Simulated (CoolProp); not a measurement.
Computed with CoolProp (reference Helmholtz-energy equation of state, Akasaka 2023).

Task: Give the vapour pressure (MPa), liquid cp (kJ/(kg K)), vapour Z of saturated R1336mzz(E) at 275.7, 279.7, 283.7 K.

Result: 
```json
[
 {"T (K)": "275.7", "p (MPa)": "0.0813", "liquid cp (kJ/(kg K))": "1.22", "vapour Z": "0.958"},
 {"T (K)": "279.7", "p (MPa)": "0.0960", "liquid cp (kJ/(kg K))": "1.22", "vapour Z": "0.953"},
 {"T (K)": "283.7", "p (MPa)": "0.113", "liquid cp (kJ/(kg K))": "1.23", "vapour Z": "0.947"}
]
```
